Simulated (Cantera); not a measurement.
Input: 1 mol SiHCl₃, 1.5 mol HCl, a varied amount of H₂, equilibrated at 1150 °C and 1 atm.

Equilibrium computed with Cantera from the NASA thermochemical tables; the gas is ideal and each condensed phase is pure. Candidate condensed phases: Si; 19 gas species. The numbers say what is thermodynamically allowed, not how fast it happens.

Q: What share of the Si ends up in condensed phases as a function of n(H₂) (mol), at 49, 62, 79, 100, 130, 160, 210, 260, 340?

A: 
| n(H₂) (mol) | Si condensed (%) | as |
|---|---|---|
| 49 | 25.2 | Si(s) |
| 62 | 33.5 | Si(s) |
| 79 | 42.1 | Si(s) |
| 100 | 50.3 | Si(s) |
| 130 | 58.9 | Si(s) |
| 160 | 65.0 | Si(s) |
| 210 | 72.1 | Si(s) |
| 260 | 76.8 | Si(s) |
| 340 | 81.7 | Si(s) |
